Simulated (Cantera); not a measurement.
A closed system holds: 1 mol C2F6, 0.87 mol F2, 0.84 mol HCl, at 625 °C and 1.00 bar.

These are equilibrium values from Cantera (NASA tables, ideal gas, pure condensed phases), not measurements of a reactor. The feed counts by its element totals alone. Condensed phases not in the tables: fluorocarbon polymer. Gases not in the tables: C2F6 and larger saturated fluorocarbons. The numbers say what is thermodynamically allowed, not how fast it happens.

| species | before | after |
|---|---|---|
| CF4 | 0.653 | 0.632 |
| HCl | 0.225 | 0.149 |
| HF | 0.0742 | 0.143 |
| Cl2 | 0.0247 | 0.0676 |
| CClF3 | 0.0222 | 0.00739 |
| CCl4 | 1.43e-5 | 1.92e-7 |
| Cl | 1.12e-5 | 0.000437 |
| CCl3F | 6.07e-5 | 2.38e-6 |
| CCl2F2 | 0.00112 | 0.000128 |
| C(graphite), mol | 0.0997 | 0.162 |
Gas species are given as mole fractions.

Question: Name the change that produced these shifts.
A) HCl from 0.84 to 0.055 mol
B) C2F6 replaced by c-C4F8
C) pressure from 1.00 bar to 1.80 mbar
D) C2F6 replaced by CH2F2

Answer: C, pressure from 1.00 bar to 1.80 mbar
